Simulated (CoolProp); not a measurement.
m-xylene at 440.79 K and 0.0797 MPa flows at 11 m/s in a round tube of 12.7 mm bore and 0.25 µm roughness, fully developed (64/Re and Nu = 3.66 if laminar; Colebrook and Gnielinski if turbulent). Each further row changes one setting.

The numbers come from the reference Helmholtz-energy equation of state, Zhou 2012 in CoolProp.

```csv
case,Reynolds number,Darcy friction factor,pressure drop (Pa/m),heat-transfer coefficient (W/(m² K)),mass flow (kg/h)
as stated,[?],[?],257,[?],[?]
velocity 22 m/s,69900,0.0195,[?],[?],23.8
diameter 25.4 mm,69900,0.0195,110,[?],47.6
```

Some entries are withheld; supply them.


- as stated, Reynolds number: 35000
- as stated, Darcy friction factor: 0.0227
- as stated, heat-transfer coefficient (W/(m² K)): 142
- as stated, mass flow (kg/h): 11.9
- velocity 22 m/s, pressure drop (Pa/m): 881
- velocity 22 m/s, heat-transfer coefficient (W/(m² K)): 245
- diameter 25.4 mm, heat-transfer coefficient (W/(m² K)): 122

Viscosity comes from a separate model (Cao 2016). Thermal conductivity comes from a separate model (Mylona 2014).
